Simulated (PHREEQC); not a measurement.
Solution (20 °C): 0.089 mmol/kgw CaSO4, 8.6 mmol/kgw CO2 and 0.1 mmol/kgw H4SiO4. Closed to the air; pH follows from the charge balance.

Equilibrium calculation in PHREEQC: ion-association model, phreeqc.dat.

```csv
quantity,before,after
pH,4.23,4.58
ionic strength (mol/kgw),0.000412,0.000378
HCO3- (mol/kgw),6.11e-5,2.72e-5
(CO2)2 (mol/kgw),1.13e-6,4.44e-8
H3SiO4- (mol/kgw),2.12e-10,4.76e-10
CO3-2 (mol/kgw),4.64e-11,4.62e-11
SI of Quartz (SiO2),+0.06,+0.06
```

Name the change that produced these shifts.
(A) CaSO4 left out
(B) CO2 from 0.0086 to 0.00172 mol/kgw
(C) temperature from 20 to 40 °C
(D) H4SiO4 from 0.0001 to 9e-05 mol/kgw

B, CO2 from 0.0086 to 0.00172 mol/kgw

Precipitation was switched off in this run. Some of these states are supersaturated (in Quartz (slow to form), for instance).
